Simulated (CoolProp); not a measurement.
Properties of ethanol at several states (Tc = 514.7 K, pc = 6.268 MPa, ω = 0.644).

Computed with CoolProp (reference Helmholtz-energy equation of state, Schroeder 2014).

```csv
T (K),p (MPa),phase,density (kg/m³),isothermal compressibility (1/MPa),viscosity (µPa s),Prandtl number,fugacity coefficient
317.6,0.0272,liquid,[?],[?],[?],[?],0.8145
392.7,0.057,gas,0.8126,17.73,[?],[?],0.9898
459.7,0.0565,gas,0.6842,17.78,13.6,[?],0.9954
```

Complete the blanks.


- 317.6, density (kg/m³): 768.1
- 317.6, isothermal compressibility (1/MPa): 0.001336
- 317.6, viscosity (µPa s): 757
- 317.6, Prandtl number: 12.3
- 392.7, viscosity (µPa s): 11.6
- 392.7, Prandtl number: 0.824
- 459.7, Prandtl number: 0.814

Viscosity comes from a separate model (Kiselev 2005). Thermal conductivity comes from a separate model (Assael 2013).
